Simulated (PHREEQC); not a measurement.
PHREEQC input (ion-association model, wateq4f.dat):

```
SOLUTION_MASTER_SPECIES
  An  An-  0  An  62.0  # stands for a non-complexing anion
SOLUTION_SPECIES
  An- = An-
    -log_k 0
    -gamma 3.0 0
PHASES
  Fix_H+
    H+ = H+
    -log_k 0
SOLUTION 1
  temp 25
  units mmol/kgw
  pH 7 charge
  Na 10
  An 10
END
SELECTED_OUTPUT 1
  -reset false
  -pH true
  -pe true
  -ionic_strength true
  -water true
  -totals Na
  -molalities Hfo_wOH Hfo_wOH2+ Hfo_wO- Hfo_sOH Hfo_sOH2+ Hfo_sO-
USER_PUNCH 1
  -headings sigma psi
  10 PUNCH EDL("sigma", "Hfo"), EDL("psi", "Hfo")
PRINT
  -reset false
USE solution 1
SURFACE 1
  Hfo_wOH 0.00719101 600 3.2
  Hfo_sOH 0.000179775
EQUILIBRIUM_PHASES 1
  Fix_H+ -3 HAn 10
    -force_equality true
  O2(g) -0.68 10
END
# ... the last block is repeated for the other 12 points of pH, with NaOH or the acid as the point needs
```

Selected output (columns that matter, 13 of 13 rows; pH added in front):

```
pH	mu	Na	m_Hfo_wOH	m_Hfo_wOH2+	m_Hfo_wO-	m_Hfo_sOH	m_Hfo_sOH2+	m_Hfo_sO-	sigma	psi
3	0.014415	0.01	0.00073713	0.006452	1.9293e-06	1.8428e-05	0.0001613	4.8231e-08	0.33226	0.19805
3.67	0.012884	0.01	0.0019894	0.0051841	1.749e-05	4.9736e-05	0.0001296	4.3725e-07	0.26615	0.18954
4.33	0.011904	0.01	0.0034303	0.0036876	7.3101e-05	8.5758e-05	9.219e-05	1.8275e-06	0.1862	0.17324
5	0.011176	0.01	0.004535	0.0024649	0.00019114	0.00011337	6.1622e-05	4.7785e-06	0.11713	0.15113
5.67	0.010679	0.01	0.0051489	0.0016807	0.00036135	0.00012872	4.2018e-05	9.0338e-06	0.067966	0.1246
6.33	0.010365	0.01	0.0054068	0.0012474	0.00053689	0.00013517	3.1184e-05	1.3422e-05	0.036599	0.094469
7	0.010173	0.01	0.005494	0.0010172	0.00067982	0.00013735	2.5429e-05	1.6995e-05	0.017378	0.060487
7.67	0.010058	0.01	0.0055171	0.00089299	0.00078088	0.00013793	2.2325e-05	1.9522e-05	0.0057754	0.024305
8.33	0.01003	0.010058	0.0055193	0.00080855	0.00086311	0.00013798	2.0214e-05	2.1578e-05	-0.0028104	-0.012176
9	0.01014	0.010269	0.0055055	0.00071679	0.00096872	0.00013764	1.792e-05	2.4218e-05	-0.012978	-0.04878
9.67	0.010342	0.010633	0.0054473	0.00058844	0.0011552	0.00013618	1.4711e-05	2.888e-05	-0.029196	-0.083618
10.33	0.010799	0.011359	0.0052595	0.00041903	0.0015123	0.00013149	1.0476e-05	3.7808e-05	-0.056321	-0.11484
11	0.012138	0.013154	0.0047433	0.00023271	0.0022148	0.00011858	5.8178e-06	5.5369e-05	-0.10211	-0.14202
```

The oxide is taken as insoluble; below pH 4 it would dissolve.
